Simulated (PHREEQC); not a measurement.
## Phosphoric acid bath: an equilibrium model

Solution (60 °C): 0.023 mol/kgw H3PO4, 0.0052 mol/kgw CaCl2 and 0.042 mol/kgw H3AsO4. Closed to the air; pH follows from the charge balance.

Equilibrium calculation in PHREEQC: ion-association model, wateq4f.dat.

```json
{
 "pH": "1.84",
 "ionic_strength": "0.0310 mol/kgw",
 "total_alkalinity": "-65.0 meq/kg"
}
```

| species | molality | activity | log γ |
|---|---|---|---|
| H3AsO4 | 0.0321 | 0.0323 | 0.003 |
| H+ | 0.0168 | 0.0145 | -0.063 |
| H3PO4 | 0.0161 | 0.0163 | 0.003 |
| Cl- | 0.0104 | 0.00867 | -0.079 |
| H2AsO4- | 0.00989 | 0.00829 | -0.077 |
| H2PO4- | 0.00620 | 0.00524 | -0.073 |
| Ca+2 | 0.00453 | 0.00231 | -0.292 |
| CaH2PO4+ | 0.000670 | 0.000566 | -0.073 |
| HAsO4-2 | 9.18e-8 | 4.53e-8 | -0.307 |
| CaHPO4 | 6.04e-8 | 6.09e-8 | 0.003 |
| HPO4-2 | 5.30e-8 | 2.67e-8 | -0.297 |

This is a speciation only: nothing precipitates in the calculation. H3PO4, which wateq4f.dat lacks, is added to it with the constant of phreeqc.dat. Constants without temperature data keep their 25 °C values here. The database has no arsenate complexes of Ca.
